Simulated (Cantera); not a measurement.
Gas mixture: H2O = 0.058 (molar parts), at 0.987 atm, frozen composition.

Cantera's kinetic-theory transport with the Lennard-Jones parameters of GRI-Mech 3.0, ideal gas; thermal conductivity in the multicomponent form. Polar gases are described roughly by these parameters.

One state of this run: ρ (kg/m³) = 0.361; cp (J/kg/K) = 2016; μ (µPa s) = 21.5; λ (mW/m/K) = 60.6; Pr = 0.715; D (cm²/s) CH4 = 0.873; D (cm²/s) CO2 = 0.641; D (cm²/s) CH3 = 0.890. D: mixture-averaged diffusion coefficient of that species in the mixture.

Question: Which value of T (K) does it belong to?
A. 600
B. 1400
C. 1600
D. 1000

Answer: A, 600
